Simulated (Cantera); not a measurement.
A perfectly stirred reactor is fed with H2 : O2 : N2 = 0.087 : 1 : 4.3 (molar parts), equivalence ratio 0.043, at 17.3 Torr; it is held at 1450 K, and followed from long to short residence time.

Detailed kinetics in Cantera: the H2/O2 subset of GRI-Mech 3.0, which has no nitrogen chemistry. Radical loss at walls, strong at low pressure, is not modelled.

Question: Predict: x(H2) at τ = 2.50 s; x(O2) at τ = 2.50 s; x(H) at τ = 2.50 s; x(H2O2) at τ = 2.50 s; x(O) at τ = 2.50 s; x(H2) at τ = 98.0 ms; x(O2) at τ = 98.0 ms; x(H) at τ = 98.0 ms; x(H2O2) at τ = 98.0 ms; x(O) at τ = 98.0 ms.

Answer: 
```json
{
 "x(H2) at τ = 2.50 s": "6.40e-5",
 "x(O2) at τ = 2.50 s": "0.178",
 "x(H) at τ = 2.50 s": "0.000115",
 "x(H2O2) at τ = 2.50 s": "8.09e-9",
 "x(O) at τ = 2.50 s": "0.00136",
 "x(H2) at τ = 98.0 ms": "0.000327",
 "x(O2) at τ = 98.0 ms": "0.175",
 "x(H) at τ = 98.0 ms": "0.00130",
 "x(H2O2) at τ = 98.0 ms": "1.66e-8",
 "x(O) at τ = 98.0 ms": "0.00687"
}
```
